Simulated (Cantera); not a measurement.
Cantera run:

```python
import numpy as np
import cantera as ct

gas_names = """
    CL CL2 H HCL H2 Si SiCL SiCL2 SiCL3 SiCL4 SiH SiHCL3 SiH2 SiH2CL2 SiH3 SiH3CL SiH4 Si2 Si3
""".split()
cond_names = """
    Si(cr) Si(L)
""".split()


# ... load() reads the species with a 1 bar reference pressure and builds the phases ...
atoms = {
    'Si': {'Si': 1},
    'Cl2': {'CL': 2},
    'H2': {'H': 2},
}
top_T = {}  # K; cautious upper limits of use, not melting points


# ... equilibrate(T, P, feed) seeds the gas with the atoms and calls Mixture.equilibrate('TP', solver="vcs", rtol=1e-11, max_steps=5000) ...
results = []
feed = {'Si': 1, 'Cl2': 0.89, 'H2': 19}  # mol
T = 1348  # K
P = 12000  # Pa
mix = equilibrate(T, P, feed)
results.append((T, P, feed, dict(zip(mix.species_names, mix.species_moles))))
x = sorted(zip(gas.X, gas.species_names), reverse=True)
print(f"T = {T:g} K  P = {P:g} Pa  gas = {mix.phase_moles(0):.4g} mol")
print("   x: " + "  ".join(f"{s} {v:.3e}" for v, s in x if v > 1e-05))
print("   condensed (mol): " + ("  ".join(f"{mix.phase(i).name} {mix.phase_moles(i):.4g}"
      for i in range(1, mix.n_phases) if mix.phase_moles(i) > 1e-12) or "none"))
```

Result:

```
T = 1348 K  P = 12000 Pa  gas = 19.83 mol
   x: H2 9.289e-01  HCL 5.726e-02  SiCL2 9.903e-03  SiCL3 1.515e-03  SiCL4 1.164e-03  SiHCL3 1.072e-03  SiH2CL2 1.437e-04
   condensed (mol): Si(cr) 0.7263
```

Cantera equilibrium calculation (NASA polynomials, part measured and part estimated; ideal gas, pure solids and liquids). The tables' values for SiCl3 are old estimates; treat these amounts as uncertain.
